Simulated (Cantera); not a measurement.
An adiabatic, constant-volume homogeneous reactor starts with 45.7 % H2, 11.4 % O2, 42.9 % N2, equivalence ratio 2.0, at 1525 K and 760 Torr.

Computed with Cantera and GRI-Mech 3.0 (53 species, 325 reactions).

**Question.** Predict: time of steepest temperature rise; temperature at 0.200 s; equilibrium temperature; x(H2) at 0.200 s; x(O2) at 0.200 s; x(OH) at 0.200 s; x(O) at 0.200 s; x(HO2) at 0.200 s; x(H) at 0.200 s.

**Answer.** time of steepest temperature rise: 12.8 µs
temperature at 0.200 s: 2949 K
equilibrium temperature: 2949 K
x(H2) at 0.200 s: 0.237 (gas-phase equilibrium 0.237)
x(O2) at 0.200 s: 0.000739 (gas-phase equilibrium 0.000739)
x(OH) at 0.200 s: 0.0151 (gas-phase equilibrium 0.0151)
x(O) at 0.200 s: 0.00193 (gas-phase equilibrium 0.00193)
x(HO2) at 0.200 s: 9.74e-7 (gas-phase equilibrium 9.74e-7)
x(H) at 0.200 s: 0.0493 (gas-phase equilibrium 0.0493)
